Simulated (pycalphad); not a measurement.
CALPHAD calculation (pycalphad, COST 507 light-alloy database (1999)), 1 atm. The database dates from 1999; later assessments differ in places, in temperatures and in the compounds included. Diffusion is slow at the low end, where real alloys seldom reach equilibrium.

V-1.8Si (at.%): equilibrium cooling sequence

```json
[
 {"T (K)": "2171.3", "phases above": "LIQUID", "phases below": "BCC_A2 + LIQUID"},
 {"T (K)": "2166.3", "phases above": "BCC_A2 + LIQUID", "phases below": "BCC_A2"},
 {"T (K)": "1328.0", "phases above": "BCC_A2", "phases below": "BCC_A2 + SIV3"}
]
```

Changes were sought between steps of 50 K, so a narrower field can be missed.

Database names, with the compositions (at.%) that they take in these runs: SIV3: V 75-79 Si 21-25. BCC_A2 is bcc.
